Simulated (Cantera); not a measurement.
Low-pressure radical oxidation in H2/O2

A perfectly stirred reactor is fed with H2 : O2 = 0.012 : 1 (molar parts), equivalence ratio 0.0060, at 0.00711 atm; it is held at 1173 K, and followed from long to short residence time.

Detailed kinetics in Cantera: GRI-Mech 3.0 (53 species, 325 reactions). Radical loss at walls, strong at low pressure, is not modelled.

```json
[
 {"τ (s)": "0.64", "x H2": "9.76e-5", "x O2": "0.983", "x H2O": "0.0114", "x O": "0.00480", "x H2O2": "1.34e-8", "x OH": "0.000653", "x HO2": "5.01e-7"},
 {"τ (s)": "0.36", "x H2": "0.000138", "x O2": "0.982", "x H2O": "0.0112", "x O": "0.00589", "x H2O2": "1.44e-8", "x OH": "0.000746", "x HO2": "5.63e-7"},
 {"τ (s)": "0.20", "x H2": "0.000201", "x O2": "0.981", "x H2O": "0.0110", "x O": "0.00689", "x H2O2": "1.59e-8", "x OH": "0.000847", "x HO2": "6.25e-7"},
 {"τ (s)": "0.11", "x H2": "0.000304", "x O2": "0.980", "x H2O": "0.0108", "x O": "0.00767", "x H2O2": "1.81e-8", "x OH": "0.000963", "x HO2": "6.89e-7"},
 {"τ (s)": "0.064", "x H2": "0.000454", "x O2": "0.979", "x H2O": "0.0105", "x O": "0.00807", "x H2O2": "2.12e-8", "x OH": "0.00108", "x HO2": "7.51e-7"},
 {"τ (s)": "0.036", "x H2": "0.000711", "x O2": "0.979", "x H2O": "0.0101", "x O": "0.00818", "x H2O2": "2.59e-8", "x OH": "0.00124", "x HO2": "8.20e-7"},
 {"τ (s)": "0.020", "x H2": "0.00114", "x O2": "0.979", "x H2O": "0.00956", "x O": "0.00794", "x H2O2": "3.25e-8", "x OH": "0.00142", "x HO2": "8.91e-7"},
 {"τ (s)": "0.011", "x H2": "0.00185", "x O2": "0.980", "x H2O": "0.00872", "x O": "0.00733", "x H2O2": "4.07e-8", "x OH": "0.00161", "x HO2": "9.54e-7"},
 {"τ (s)": "0.0063", "x H2": "0.00290", "x O2": "0.980", "x H2O": "0.00761", "x O": "0.00641", "x H2O2": "4.81e-8", "x OH": "0.00175", "x HO2": "9.91e-7"},
 {"τ (s)": "0.0036", "x H2": "0.00449", "x O2": "0.982", "x H2O": "0.00607", "x O": "0.00511", "x H2O2": "5.15e-8", "x OH": "0.00176", "x HO2": "9.88e-7"},
 {"τ (s)": "0.0020", "x H2": "0.00696", "x O2": "0.984", "x H2O": "0.00388", "x O": "0.00328", "x H2O2": "4.17e-8", "x OH": "0.00148", "x HO2": "9.07e-7"}
]
```
x: mole fraction; the columns are a selection and need not sum to one.
